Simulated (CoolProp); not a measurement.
n-undecane along the isobar 2.93 MPa: Z from the reference equation and from simpler models built on Tc = 365.7 °C, pc = 1.990 MPa, ω = 0.539; each cubic takes its own stable root.

The numbers come from the reference Helmholtz-energy equation of state, Aleksandrov 2011 in CoolProp. It is a short technical equation, of lower accuracy than the large ones.

```json
[
 {"T (°C)": "215.65", "phase": "liquid", "reference": "0.1913"},
 {"T (°C)": "234.45", "phase": "liquid", "reference": "0.1898"},
 {"T (°C)": "253.15", "phase": "liquid", "reference": "0.1891"},
 {"T (°C)": "271.85", "phase": "liquid", "reference": "0.1892"},
 {"T (°C)": "290.65", "phase": "liquid", "reference": "0.1905"},
 {"T (°C)": "309.35", "phase": "liquid", "reference": "0.1932"},
 {"T (°C)": "328.15", "phase": "liquid", "reference": "0.1980"},
 {"T (°C)": "346.85", "phase": "liquid", "reference": "0.2062"}
]
```

Q: How far does each simpler model (Redlich-Kwong, Peng-Robinson) lie from the reference over these 8 states: mean and median of the absolute difference, and the worst?

A: 
- Redlich-Kwong: mean 27.6 %, median 27.5 %, worst +29.5 % at 346.85 °C and 2.93 MPa
- Peng-Robinson: mean 6.1 %, median 5.2 %, worst +11.7 % at 346.85 °C and 2.93 MPa
